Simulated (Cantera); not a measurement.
Ammonia decomposition in nitride growth gas

An isothermal, constant-pressure homogeneous reactor starts with 39.2 % NH3, 60.8 % N2, at 1825 K and 24.8 Torr.

Model: the gas-phase N/H chemistry of the illustrative SiF4/NH3 mechanism in the Surface Chemkin manual (1991), integrated in Cantera. Walls and surfaces, which speed up NH3 decomposition in real reactors, are not modelled.

| t (s) | x NH3 | x N | x N2 | x NH2 | x N2H4 | x N2H2 | x H2 |
|---|---|---|---|---|---|---|---|
| 6.00e-6 | 0.392 | <1e-12 | 0.608 | 1.44e-7 | <1e-12 | <1e-12 | 4.30e-8 |
| 2.90e-5 | 0.392 | <1e-12 | 0.608 | 8.97e-7 | <1e-12 | <1e-12 | 4.07e-7 |
| 0.000140 | 0.392 | <1e-12 | 0.608 | 4.65e-6 | 1.38e-12 | 6.63e-11 | 2.28e-6 |
| 0.000676 | 0.392 | 2.91e-12 | 0.608 | 2.27e-5 | 3.68e-11 | 2.88e-9 | 1.14e-5 |
| 0.00326 | 0.392 | 2.61e-10 | 0.608 | 0.000109 | 8.68e-10 | 8.97e-8 | 6.00e-5 |
| 0.0158 | 0.391 | 4.83e-9 | 0.607 | 0.000424 | 1.31e-8 | 1.64e-6 | 0.000786 |
| 0.0761 | 0.384 | 4.10e-8 | 0.607 | 0.000482 | 1.70e-8 | 2.39e-6 | 0.00883 |
| 0.368 | 0.349 | 1.81e-7 | 0.604 | 0.000405 | 1.19e-8 | 2.07e-6 | 0.0461 |
| 1.78 | 0.232 | 3.39e-7 | 0.595 | 0.000278 | 5.64e-9 | 1.13e-6 | 0.173 |
| 8.57 | 0.0555 | 3.34e-7 | 0.581 | 9.73e-5 | 6.91e-10 | 1.69e-7 | 0.363 |
| 41.4 | 0.000579 | 2.37e-7 | 0.577 | 4.06e-6 | 1.19e-12 | 7.18e-10 | 0.421 |
| 200 | 7.75e-6 | 9.69e-9 | 0.577 | 7.88e-8 | <1e-12 | <1e-12 | 0.422 |
x: mole fraction; the columns are a selection and need not sum to one.

Equilibrium at this temperature and pressure: NH3 1.89e-7, N 2.36e-10, N2 0.577, NH2 1.92e-9, N2H4 <1e-12, N2H2 <1e-12, H2 0.422 (gas phase only).
